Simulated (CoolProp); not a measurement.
A single-stage vapour-compression cycle with the fluid: evaporating at 232.15 K (dew point), condensing at 292.15 K (bubble point), superheat 5 K, subcooling 2 K, compressor efficiency 0.65, no pressure losses. The same conditions are run with several fluids, on thermodynamics alone (safety and materials aside).

Model: reference Helmholtz-energy equation of state of each fluid (R410A: Lemmon 2003; R143a: Lemmon and Jacobsen 2000; hydrogen chloride: Thol 2018; isobutane: Bücker 2006; R152A: Outcalt 1996; nitrous oxide: Lemmon 2006), in CoolProp. Blends and air are pseudo-pure fits.

```
fluid              cooling COP  pressure ratio  discharge temperature (K)  refrigerating effect (kJ/kg)  volumetric capacity (kJ/m³)
-----------------  -----------  --------------  -------------------------  ----------------------------  ---------------------------
R410A                     1.88            8.43                      365.8                           182                         1190
R143a                        …            7.97                      333.8                           142                            …
hydrogen chloride         1.71            5.59                      448.0                           282                            …
isobutane                 1.99            10.8                      326.4                           267                          218
R152A                     2.01            11.1                      364.8                           252                          388
nitrous oxide                …            5.45                      391.7                           196                         4470
```

Task: Fill in the missing entries.

Result: 
- R143a, cooling COP: 1.85
- R143a, volumetric capacity (kJ/m³): 866
- hydrogen chloride, volumetric capacity (kJ/m³): 4280
- nitrous oxide, cooling COP: 1.58
